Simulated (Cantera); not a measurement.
Input: 1 mol Hg, 39 mol H2, at 6380 Torr.

These are equilibrium values from Cantera (NASA tables, ideal gas, pure condensed phases), not measurements of a reactor. Candidate condensed phases: Hg; 3 gas species. Kinetics and transport are ignored.

**Question.** Which condensed phases are stable at each of these points (T (K)): 475, 575, 675, 775, 875, 975, 1075, 1175, 1275, 1375, 1475, 1575?

**Answer.** 
```
T (K)  condensed phases  Hg condensed (%)
-----  ----------------  ----------------
475               Hg(l)              88.8
575            gas only               0.0
675            gas only               0.0
775            gas only               0.0
875            gas only               0.0
975            gas only               0.0
1075           gas only               0.0
1175           gas only               0.0
1275           gas only               0.0
1375           gas only               0.0
1475           gas only               0.0
1575           gas only               0.0
```

At 475 K the condensed part is Hg(l). From 575 K to 1575 K nothing is condensed.
